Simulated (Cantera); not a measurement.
## Equilibrium for carbothermic reduction: Ta2O5 + CH4 + CO

Charge: 1 mol Ta2O5, 3.9 mol CH4, 0.13 mol CO, equilibrated at 2.60 bar.

Cantera equilibrium calculation (NASA polynomials, part measured and part estimated; ideal gas, pure solids and liquids). Candidate condensed phases: C, C6H6, C7H8, C8H18, H2O, Ta, TaC, Ta2O5; 113 gas species. Mutual solubility and eutectic melting of coexisting phases are not modelled. TaC: taken at fixed stoichiometry. Condensed phases not in the tables: Ta2C. Kinetics and transport are ignored.

```
T (K)   x H2    x CO     x CH4    x H2O       x H  n C(graphite)  n Ta2O5(s)  n TaC(s)  n Ta2O5(l)
-----  -----  ------  --------  -------  --------  -------------  ----------  --------  ----------
1150   0.930  0.0155    0.0526  0.00176   4.46e-8           3.52        1.00         0           0
1225   0.939  0.0296    0.0301  0.00142   1.87e-7           3.52       0.978    0.0450           0
1300   0.871   0.111    0.0155  0.00228   6.40e-7           2.60       0.831     0.338           0
1375   0.722   0.270   0.00553  0.00283   1.81e-6              0       0.446      1.11           0
1450   0.724   0.270   0.00176  0.00325   4.99e-6              0       0.440      1.12           0
1525   0.725   0.271  0.000624  0.00366   1.25e-5              0       0.437      1.13           0
1600   0.725   0.271  0.000245  0.00406   2.87e-5              0       0.436      1.13           0
1675   0.724   0.271  0.000104  0.00446   6.13e-5              0       0.435      1.13           0
1750   0.724   0.270   4.82e-5  0.00484  0.000123              0       0.435      1.13           0
1825   0.724   0.270   2.37e-5  0.00522  0.000232              0       0.434      1.13           0
1900   0.723   0.270   1.24e-5  0.00559  0.000419              0       0.434      1.13           0
1975   0.723   0.270   6.82e-6  0.00595  0.000721              0       0.433      1.13           0
2050   0.722   0.270   3.93e-6  0.00630   0.00120              0       0.432      1.14           0
2125   0.721   0.270   2.44e-6  0.00642   0.00191              0           0      1.14       0.432
```
x: gas mole fraction; n: condensed amount in mol.

At 1150 K the condensed part is C(graphite) + Ta2O5(s). From 1225 K to 1300 K the condensed part is C(graphite) + TaC(s) + Ta2O5(s). From 1375 K to 2050 K the condensed part is TaC(s) + Ta2O5(s). At 2125 K the condensed part is TaC(s) + Ta2O5(l).
